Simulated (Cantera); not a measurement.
A perfectly stirred reactor is fed with N₂O : H₂ : N₂ = 1 : 0.017 : 2.6 (molar parts), at 44.3 Torr; it is held at 1273 K, and followed from long to short residence time.

Computed with Cantera and GRI-Mech 3.0 (53 species, 325 reactions). GRI-Mech 3.0 was tuned for natural gas; its chemistry of N2O as a main component is partial and can be far from experiment. The mechanism lacks the step 2 NO + O2 → 2 NO2, which can matter for NO2 below about 1400 K. The temperature is held fixed by assumption; the heat of reaction is taken as removed at once.

Question: What does this change do: N2 2.6 to 0.47 parts?

Answer: 
```tsv
quantity	before	after
x(N₂O) at τ = 0.340 s	0.258	0.622
x(H₂) at τ = 0.340 s	0.000331	0.000582
x(NO) at τ = 0.340 s	0.00150	0.00369
x(O) at τ = 0.340 s	5.04e-6	5.24e-6
x(H₂O₂) at τ = 0.340 s	2.53e-9	5.85e-9
x(N₂O) at τ = 7.00 ms	0.275	0.668
x(H₂) at τ = 7.00 ms	0.00364	0.00785
x(NO) at τ = 7.00 ms	4.82e-5	0.000121
x(O) at τ = 7.00 ms	3.63e-6	3.98e-6
x(H₂O₂) at τ = 7.00 ms	1.44e-8	7.77e-8
```

Question: What does this change do: temperature 1273 to 1100 K?

Answer: 
| quantity | before | after |
|---|---|---|
| x(N₂O) at τ = 0.340 s | 0.258 | 0.273 |
| x(H₂) at τ = 0.340 s | 0.000331 | 0.00158 |
| x(NO) at τ = 0.340 s | 0.00150 | 3.76e-5 |
| x(O) at τ = 0.340 s | 5.04e-6 | 2.95e-7 |
| x(H₂O₂) at τ = 0.340 s | 2.53e-9 | 9.84e-9 |
| x(N₂O) at τ = 7.00 ms | 0.275 | 0.276 |
| x(H₂) at τ = 7.00 ms | 0.00364 | 0.00464 |
| x(NO) at τ = 7.00 ms | 4.82e-5 | 1.10e-6 |
| x(O) at τ = 7.00 ms | 3.63e-6 | 2.03e-7 |
| x(H₂O₂) at τ = 7.00 ms | 1.44e-8 | 7.62e-10 |
